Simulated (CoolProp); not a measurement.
Vapour pressure (MPa) of hydrogen sulfide: the reference equation beside estimates from Tc = 373.1 K, pc = 8.999 MPa, ω = 0.101.

The numbers come from the reference Helmholtz-energy equation of state, Lemmon 2006 in CoolProp. It is a short technical equation, of lower accuracy than the large ones.

```csv
T (K),reference,Lee-Kesler,Redlich-Kwong,Peng-Robinson
268.8,0.9067,0.9075,0.9987,0.9058
272.8,1.022,1.023,1.125,1.021
276.9,1.151,1.152,1.265,1.149
280.9,1.288,1.290,1.414,1.286
284.9,1.436,1.438,1.574,1.434
289,1.601,1.603,1.751,1.599
293,1.774,1.777,1.937,1.773
297.1,1.966,1.969,2.141,1.965
301.1,2.167,2.170,2.354,2.167
305.2,2.388,2.391,2.587,2.389
309.2,2.619,2.621,2.830,2.621
313.3,2.872,2.874,3.093,2.877
317.3,3.136,3.137,3.366,3.142
321.4,3.424,3.424,3.663,3.433
325.4,3.722,3.723,3.968,3.735
```

Absolute difference from the reference over all 15 rows, mean and median: Lee-Kesler 0.1 and 0.1 %, Redlich-Kwong 8.7 and 8.9 %, Peng-Robinson 0.1 and 0.1 %.
